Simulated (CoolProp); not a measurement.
Dodecamethylcyclohexasiloxane (D6) along the isotherm 199.85 °C: density (kg/m³) from the reference equation and from simpler models built on Tc = 372.6 °C, pc = 9.614 bar, ω = 0.736; each cubic takes its own stable root.

Model: reference Helmholtz-energy equation of state, Colonna 2008, in CoolProp. It is a short technical equation, of lower accuracy than the large ones.

| p (bar) | phase | reference |
|---|---|---|
| 7.4 | liquid | 771.4 |
| 14.8 | liquid | 776.4 |
| 22.2 | liquid | 781.1 |
| 29.6 | liquid | 785.6 |
| 37 | liquid | 789.9 |
| 44.4 | liquid | 794.0 |
| 51.8 | liquid | 798.0 |
| 59.2 | liquid | 801.9 |
| 66.6 | liquid | 805.6 |
| 74 | liquid | 809.3 |
| 81.4 | liquid | 812.8 |
| 88.7 | liquid | 816.2 |
| 96.1 | liquid | 819.5 |

How far does each simpler model (van der Waals, Peng-Robinson) lie from the reference over these 13 states: mean and median of the absolute difference, and the worst?


- van der Waals: mean 37.3 %, median 36.7 %, worst -41.2 % at 199.85 °C and 7.4 bar
- Peng-Robinson: mean 4.8 %, median 4.8 %, worst +4.9 % at 199.85 °C and 37 bar
